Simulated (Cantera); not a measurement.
An adiabatic, constant-pressure homogeneous reactor starts with CH₃OH : O₂ : N₂ = 1 : 0.833 : 3.13 (molar parts), equivalence ratio 1.8, at 1350 K and 1.00 bar. Integrator tolerance rtol = 1e-08.

Detailed kinetics in Cantera: GRI-Mech 3.0 (53 species, 325 reactions). GRI-Mech 3.0 was tuned for natural gas; its chemistry of methanol as a main component is partial and can be far from experiment.

### Question
What does this change do: constant volume in place of constant pressure?

### Answer
```tsv
quantity	before	after
time of steepest temperature rise	0.962 ms	0.910 ms
temperature at 0.700 s	2545 K	2794 K
equilibrium temperature	2545 K	2794 K
x(CH₃OH) at 0.700 s	<1e-12 (gas-phase equilibrium <1e-12)	<1e-12 (gas-phase equilibrium <1e-12)
x(O₂) at 0.700 s	0.000287 (gas-phase equilibrium 0.000287)	0.000897 (gas-phase equilibrium 0.000897)
x(H₂O₂) at 0.700 s	2.89e-8 (gas-phase equilibrium 2.89e-8)	1.28e-7 (gas-phase equilibrium 1.28e-7)
x(H₂) at 0.700 s	0.0963 (gas-phase equilibrium 0.0963)	0.0948 (gas-phase equilibrium 0.0948)
x(H₂O) at 0.700 s	0.220 (gas-phase equilibrium 0.220)	0.214 (gas-phase equilibrium 0.214)
```
